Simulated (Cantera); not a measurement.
A closed system holds: 1 mol Cu, 5.3 mol CO₂, 4.2 mol N₂, at 1698 K and 0.200 bar.

Equilibrium computed with Cantera from the NASA thermochemical tables; the gas is ideal and each condensed phase is pure. Candidate condensed phases: C, Cu, CuO, Cu₂O; 27 gas species. Rates play no part.

Base state: CO₂ 0.554, N₂ 0.441, CO 0.00246, O₂ 0.00115, Cu 0.000774, NO 0.000159 (mole fractions); condensed: Cu(l).

### Question
What changes in the equilibrium state with this change: 0.079 mol H₂ added?

### Answer
| species | before | after |
|---|---|---|
| CO₂ | 0.554 | 0.544 |
| N₂ | 0.441 | 0.438 |
| CO | 0.00246 | 0.00845 |
| H₂O | 0 | 0.00819 |
| Cu | 0.000774 | 0.000774 |
| H₂ | 0 | 3.73e-5 |
| OH | 0 | 2.23e-5 |
| Cu(l), mol | 0.993 | 0.993 |
Further candidate phases: C₆H₆, C₇H₈, C₈H₁₈, Cu(OH)₂, H₂O.
